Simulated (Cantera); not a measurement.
Cantera run:

```python
import numpy as np
import cantera as ct

gas_names = [...]  # 45 gases of nasa_gas.yaml made of Al, Cl, H, N, O
cond_names = """
    AL(cr) AL(L) ALCL3(s) ALCL3(L) ALN(s) AL2O3(a) AL2O3(L) H2O(s) H2O(L) NH4CL(a) NH4CL(b)
""".split()


# ... load() reads the species with a 1 bar reference pressure and builds the phases ...
atoms = {
    'Al2O3': {'AL': 2, 'O': 3},
    'HCl': {'H': 1, 'CL': 1},
    'N2': {'N': 2},
}
top_T = {'ALN(s)': 2750}  # K; cautious upper limits of use, not melting points


# ... equilibrate(T, P, feed) seeds the gas with the atoms and calls Mixture.equilibrate('TP', solver="vcs", rtol=1e-11, max_steps=5000) ...
results = []
feed = {'Al2O3': 1, 'HCl': 45, 'N2': 2.1}  # mol
T = 1423.15  # K
P = 133.322  # Pa
mix = equilibrate(T, P, feed)
results.append((T, P, feed, dict(zip(mix.species_names, mix.species_moles))))
x = sorted(zip(gas.X, gas.species_names), reverse=True)
print(f"T = {T:g} K  P = {P:g} Pa  gas = {mix.phase_moles(0):.4g} mol")
print("   x: " + "  ".join(f"{s} {v:.3e}" for v, s in x if v > 1e-06))
print("   condensed (mol): " + ("  ".join(f"{mix.phase(i).name} {mix.phase_moles(i):.4g}"
      for i in range(1, mix.n_phases) if mix.phase_moles(i) > 1e-12) or "none"))
```

It prints:

```
T = 1423.15 K  P = 133.322 Pa  gas = 47.16 mol
   x: HCL 9.482e-01  N2 4.453e-02  CL 3.416e-03  H2 1.718e-03  H2O 1.241e-03  ALCL3 8.265e-04  CL2 1.355e-05  H 7.554e-06
   condensed (mol): AL2O3(a) 0.9805
```

Cantera equilibrium calculation (NASA polynomials, part measured and part estimated; ideal gas, pure solids and liquids).
